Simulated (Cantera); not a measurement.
# Roasting and sulfation: Fe2O3 + H2S + H2O

Feed: 1 mol Fe2O3, 3.2 mol H2S, 1.8 mol H2O, equilibrated at 802 °C and 1 atm.

Cantera equilibrium calculation (NASA polynomials, part measured and part estimated; ideal gas, pure solids and liquids). Candidate condensed phases: Fe, FeO, Fe(OH)2, Fe(OH)3, FeS, FeSO4, FeS2, Fe2O3, Fe2(SO4)3, Fe3O4, H2O, H2SO4, S; 22 gas species. FeS: taken at fixed stoichiometry. Gases not in the tables: S3 to S7. Kinetics and transport are ignored.

| Quantity | Value |
|---|---|
| x(H2O) | 0.805 |
| x(H2S) | 0.110 |
| x(SO2) | 0.0404 |
| x(S2) | 0.0350 |
| x(H2) | 0.00912 |
| x(S2O) | 0.000920 |
| x(SH) | 2.74e-5 |
| x(SO) | 1.58e-5 |
| n(FeS(s)) | 2.00 mol |
| gas amount | 5.413 mol |
| log10 activity of S(l) (absent) | -1.28 |
| log10 activity of Fe(α) (absent) | -3.80 |
| log10 activity of Fe(OH)2(s) (absent) | -6.27 |
